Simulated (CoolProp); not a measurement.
Vapour-liquid equilibrium of propylene (1) + dimethyl ether (2) at 0.64 MPa; x and y are mole fractions of (1).

The numbers come from the multi-fluid Helmholtz-energy mixture model, Lemmon 2013 and Wu 2011; pair parameters Bell 2016 in CoolProp.

**Question.** Give the bubble temperature and the first vapour's composition at x = 0.35, 0.45, 0.95. Is there an azeotrope?

**Answer.** x = 0.35: 288.8 K, y = 0.515; x = 0.45: 286.2 K, y = 0.611; x = 0.95: 277.0 K, y = 0.968. No azeotrope shows between x = 0.05 and 0.95.

The pair parameters rest on a limited set of measurements; away from them the model extrapolates.
